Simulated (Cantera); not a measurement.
## Pyrogenic steam for wet oxidation

A perfectly stirred reactor is fed with H₂ : O₂ : N₂ : H₂O = 1.8 : 1 : 3.2 : 0.46 (molar parts), equivalence ratio 0.90, at 100.0 Torr; it is held at 1173 K, and followed from long to short residence time.

Computed with Cantera and GRI-Mech 3.0 (53 species, 325 reactions). The temperature is held fixed by assumption; the heat of reaction is taken as removed at once.

```json
[
 {"τ (s)": "2.7", "x H₂": "0.000725", "x O₂": "0.0183", "x NO": "1.77e-7", "x HO₂": "2.98e-6", "x OH": "0.000324"},
 {"τ (s)": "1.0", "x H₂": "0.00137", "x O₂": "0.0185", "x NO": "2.57e-7", "x HO₂": "3.94e-6", "x OH": "0.000454"},
 {"τ (s)": "0.40", "x H₂": "0.00244", "x O₂": "0.0190", "x NO": "4.09e-7", "x HO₂": "4.76e-6", "x OH": "0.000618"},
 {"τ (s)": "0.15", "x H₂": "0.00439", "x O₂": "0.0200", "x NO": "6.94e-7", "x HO₂": "5.56e-6", "x OH": "0.000855"},
 {"τ (s)": "0.059", "x H₂": "0.00744", "x O₂": "0.0216", "x NO": "1.11e-6", "x HO₂": "6.34e-6", "x OH": "0.00116"},
 {"τ (s)": "0.022", "x H₂": "0.0124", "x O₂": "0.0245", "x NO": "1.72e-6", "x HO₂": "7.32e-6", "x OH": "0.00158"},
 {"τ (s)": "0.0086", "x H₂": "0.0193", "x O₂": "0.0287", "x NO": "2.38e-6", "x HO₂": "8.52e-6", "x OH": "0.00210"},
 {"τ (s)": "0.0033", "x H₂": "0.0288", "x O₂": "0.0350", "x NO": "2.97e-6", "x HO₂": "1.01e-5", "x OH": "0.00275"},
 {"τ (s)": "0.0013", "x H₂": "0.0412", "x O₂": "0.0435", "x NO": "3.19e-6", "x HO₂": "1.18e-5", "x OH": "0.00349"},
 {"τ (s)": "0.00049", "x H₂": "0.0586", "x O₂": "0.0555", "x NO": "2.74e-6", "x HO₂": "1.38e-5", "x OH": "0.00428"}
]
```
x: mole fraction; the columns are a selection and need not sum to one.
